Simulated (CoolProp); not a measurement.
The numbers come from the reference Helmholtz-energy equation of state, Platzer 1990 in CoolProp. This equation is an older, rougher fit; its heat capacities, sound speeds and derivatives of the liquid may be far off and weren't checked against measurements.

Question: Give the vapour pressure (kPa), liquid density (kg/m³), vapour density (kg/m³), enthalpy of vaporisation (kJ/kg) of saturated R13 at -100.35 °C.

Answer: 
| T (°C) | p (kPa) | liquid density (kg/m³) | vapour density (kg/m³) | enthalpy of vaporisation (kJ/kg) |
|---|---|---|---|---|
| -100.35 | 32.4 | 1590 | 2.40 | 158 |
